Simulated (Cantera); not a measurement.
Cantera run, input and output.

```python
import numpy as np
import cantera as ct

surf = ct.Interface("diamond.yaml", "diamond_100")
gas, bulk = surf.adjacent["gas"], surf.adjacent["diamond"]
k = surf.kinetics_species_index(bulk.species_names[0])
cover = ["c6HH", "c6H*", "c6*H", "c6**", "c6HM", "c6B"]

rows, drift = [], 0.0
print(f"{'xH':>10s}{'um/h':>11s}" + "".join(f"{s:>11s}" for s in cover))
for v in [0.0001, 0.0002, 0.00039, 0.00078, 0.0016, 0.0031, 0.0061, 0.012, 0.024]:
    T, P, xH, xCH3 = 1175, 5700, v, 0.00017
    gas.TPX = T, P, {"H": xH, "CH3": xCH3, "CH4": 0.0023, "H2": 1 - xH - xCH3 - 0.0023}
    surf.TP = bulk.TP = T, P
    surf.coverages = "c6H*:0.1, c6HH:0.9"
    surf.advance_coverages(100.0)
    before = surf.coverages
    surf.advance_coverages(100.0)
    drift = max(drift, np.max(np.abs(surf.coverages - before) / (surf.coverages + 1e-9)))
    rate = surf.net_production_rates[k] * bulk.mean_molecular_weight / bulk.density * 3.6e9
    rows.append([rate, *surf[cover].coverages])
    print(f"{v:10.4g}{rate:11.4e}" + "".join(f"{x:11.3e}" for x in rows[-1][1:]))
```

Output:

```
        xH       um/h       c6HH       c6H*       c6*H       c6**       c6HM        c6B
    0.0001 1.6440e-01  6.073e-01  2.623e-02  3.530e-01  4.833e-03  3.333e-03  4.461e-10
    0.0002 3.5306e-01  5.431e-01  3.030e-02  4.078e-01  9.004e-03  4.119e-03  9.581e-10
   0.00039 6.6014e-01  5.030e-01  3.272e-02  4.403e-01  1.389e-02  4.719e-03  1.791e-09
   0.00078 1.1739e+00  4.785e-01  3.411e-02  4.589e-01  1.872e-02  5.050e-03  3.186e-09
    0.0016 2.0253e+00  4.648e-01  3.486e-02  4.689e-01  2.251e-02  4.950e-03  5.496e-09
    0.0031 3.1840e+00  4.585e-01  3.525e-02  4.738e-01  2.476e-02  4.415e-03  8.640e-09
    0.0061 4.6986e+00  4.555e-01  3.551e-02  4.769e-01  2.615e-02  3.510e-03  1.275e-08
     0.012 6.2965e+00  4.543e-01  3.574e-02  4.788e-01  2.695e-02  2.470e-03  1.709e-08
     0.024 7.6904e+00  4.540e-01  3.599e-02  4.800e-01  2.742e-02  1.535e-03  2.087e-08
```

Cantera simulation using the Harris–Goodwin 1993 mechanism for the reconstructed diamond (100) surface; the numbers are that mechanism's predictions, not measurements.
